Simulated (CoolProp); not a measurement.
Vapour-liquid equilibrium of acetone (1) + n-decane (2) at 179.75 °C; x and y are mole fractions of (1).

Values from CoolProp's multi-fluid Helmholtz-energy mixture model, Lemmon 2006 and Lemmon 2006; pair parameters Bell 2016.

```tsv
x	bubble pressure (kPa)	y at the bubble point	dew pressure at overall composition x (kPa)	liquid density (mol/L)
0.05	225.3	0.479	122.9	4.341
0.15	451.5	0.744	137.7	[?]
0.25	668.6	0.830	156.3	4.945
0.35	862.3	[?]	180.5	5.298
0.45	1031	0.897	213.3	[?]
0.55	1183	0.915	260.2	6.150
0.65	1330	0.931	333.3	6.679
0.75	1483	0.947	462.7	7.311
0.85	1657	0.965	750.8	8.090
0.95	1859	0.987	1511	[?]
```

Question: Some entries are withheld; supply them.

Answer: 
- 0.15, liquid density (mol/L): 4.628
- 0.35, y at the bubble point: 0.872
- 0.45, liquid density (mol/L): 5.695
- 0.95, liquid density (mol/L): 9.086

No azeotrope shows between x = 0.05 and 0.95.

The pair parameters rest on a limited set of measurements; away from them the model extrapolates. The gap from Raoult's law changes sign with composition, which may be real or a fault of the pair parameters; it wasn't checked against measurements.
